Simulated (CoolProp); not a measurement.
Aqueous ethanol as a coolant, at 37 °C, 1 atm.

Values from CoolProp's Melinder's fits for secondary coolants.

```tsv
mass %	freezing point (°C)	Prandtl number	cp (kJ/(kg K))	conductivity (W/(m K))	viscosity (mPa s)
4.5	-1.8	5.75	4.213	(withheld)	0.805
9.7	-4.2	7.37	4.264	0.551	(withheld)
14.8	-7.3	9.26	4.304	0.516	1.11
20	-11.1	11.3	4.317	0.482	1.27
25.2	-15.6	13.4	4.298	0.450	1.40
30.3	-20.4	15.2	4.250	0.420	(withheld)
35.5	-25.4	16.7	4.180	0.391	1.56
40.7	-30.2	18.0	4.097	0.365	1.60
45.8	-34.4	19.1	4.008	0.340	(withheld)
```

Q: What belongs in the gaps?

A: 
- 4.5, conductivity (W/(m K)): 0.590
- 9.7, viscosity (mPa s): 0.953
- 30.3, viscosity (mPa s): 1.50
- 45.8, viscosity (mPa s): 1.62
